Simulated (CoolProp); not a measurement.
Diethyl ether along the isotherm 255.85 °C: Z from the reference equation and from simpler models built on Tc = 194.7 °C, pc = 3717 kPa, ω = 0.282; each cubic takes its own stable root.

Values from CoolProp's reference Helmholtz-energy equation of state, Thol 2014.

```csv
p (kPa),phase,reference
143,gas,0.9916
286,gas,0.9830
429,gas,0.9744
572,gas,0.9656
715,gas,0.9567
858,gas,0.9477
1000,gas,0.9386
1140,gas,0.9296
1290,gas,0.9197
1430,gas,0.9104
1570,gas,0.9009
1720,gas,0.8906
1860,gas,0.8809
```

How far does each simpler model (Pitzer virial, van der Waals, Redlich-Kwong, Soave-Redlich-Kwong) lie from the reference over these 13 states: mean and median of the absolute difference, and the worst?


- Pitzer virial: mean 0.2 %, median 0.1 %, worst +0.8 % at 255.85 °C and 1860 kPa
- van der Waals: mean 0.1 %, median 0.1 %, worst -0.2 % at 255.85 °C and 1860 kPa
- Redlich-Kwong: mean 0.5 %, median 0.5 %, worst -0.9 % at 255.85 °C and 1860 kPa
- Soave-Redlich-Kwong: mean 0.1 %, median 0.1 %, worst +0.4 % at 255.85 °C and 1860 kPa
